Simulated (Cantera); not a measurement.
**Ignition delay**

Mixture: CO : H2 : O2 : N2 = 1 : 0.058 : 1.04 : 2.59 (molar parts), at 0.849 atm, adiabatic and at constant pressure. Ignition delay is the time to a rise of 400 K.

Computed with Cantera and GRI-Mech 3.0 (53 species, 325 reactions). Where the delays flatten at high temperature, the 400 K rule measures the pace of heat release, not the induction time.

```tsv
T0 (K)	delay (ms)
1300	0.158
1400	0.137
1500	0.128
1600	0.127
1700	0.132
1800	0.142
1900	0.155
```
